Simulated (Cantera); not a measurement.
An isothermal, constant-pressure homogeneous reactor starts with H2 : O2 : N2 = 0.49 : 1 : 0.61 (molar parts), equivalence ratio 0.24, at 1325 K and 20.0 Torr.

Model: GRI-Mech 3.0 (53 species, 325 reactions), integrated in Cantera. Radical loss at walls, strong at low pressure, is not modelled. The temperature is held fixed by assumption; the heat of reaction is taken as removed at once.

x: mole fraction; the columns are a selection and need not sum to one.

```csv
t (s),x H2,x O2,x H2O,x OH,x H
0.000200,0.233,0.476,4.91e-5,1.02e-5,3.47e-5
0.000850,?,0.355,?,?,?
0.00361,0.0119,0.374,0.207,0.0118,0.0448
0.0153,?,0.401,0.255,?,?
0.0651,0.000112,0.406,0.263,0.00118,3.32e-5
0.277,9.43e-6,0.407,0.264,0.000347,8.31e-7
1.17,1.43e-6,0.407,0.264,0.000136,4.97e-8
4.99,4.05e-7,0.407,0.264,7.23e-5,7.58e-9
21.2,3.42e-7,0.407,0.264,6.64e-5,5.90e-9
90.0,3.42e-7,0.407,0.264,6.64e-5,5.90e-9
```

### Question
Complete the blanks.

### Answer

- 0.000850, x H2: 0.0162
- 0.000850, x H2O: 0.170
- 0.000850, x OH: 0.0135
- 0.000850, x H: 0.0845
- 0.0153, x H2: 0.00232
- 0.0153, x OH: 0.00535
- 0.0153, x H: 0.00321
